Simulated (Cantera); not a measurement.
Feed: 1 mol CuO, 29 mol HF, at 1250 K and 15.0 Pa.

Cantera equilibrium calculation (NASA polynomials, part measured and part estimated; ideal gas, pure solids and liquids). Candidate condensed phases: Cu, CuF2, CuO, Cu(OH)2, Cu2O, H2O; 27 gas species. Rates play no part.

Base state: HF 0.957, CuF 0.0229, H2O 0.0115, O2 0.00849, Cu 0.000219, CuF2 2.80e-5 (mole fractions); condensed: Cu2O(s).

Task: What changes in the equilibrium state with this change: temperature from 1250 K to 1798 K?

Result: 
```tsv
species	before	after
HF	0.957	0.946
Cu	0.000219	0.0222
O2	0.00849	0.0132
CuF	0.0229	0.0108
H2O	0.0115	0.00483
H	2.34e-8	0.000387
O	5.21e-7	0.00112
F	2.01e-7	0.000333
H2	3.51e-7	0.000182
OH	7.89e-6	0.000678
Cu2O(s), mol	0.157	0
```

Task: What changes in the equilibrium state with this change: CuO replaced by B2O3?

Result: 
```csv
species,before,after
HF,0.957,0.870
H2O,0.0115,0.0615
BOF,0,0.0396
BF3,0,0.0281
CuF,0.0229,0
HBO2,0,0.000829
Cu,0.000219,0
CuF2,2.80e-5,0
"Cu2O(s), mol",0.157,0
```
Further candidate phases: B, B2O3, B3O3H3.

Task: What changes in the equilibrium state with this change: CuO replaced by SiO2?

Result: 
```csv
species,before,after
HF,0.957,0.936
H2O,0.0115,0.0426
SiF4,0,0.0213
CuF,0.0229,0
Cu,0.000219,0
CuF2,2.80e-5,0
"Cu2O(s), mol",0.157,0
"SiO2(β-quartz), mol",0,0.395
```
The tables hold silica as quartz up to 1696 K and as liquid above; real silica turns to tridymite and cristobalite and melts near 1996 K. Further candidate phases: Si, SiO2.
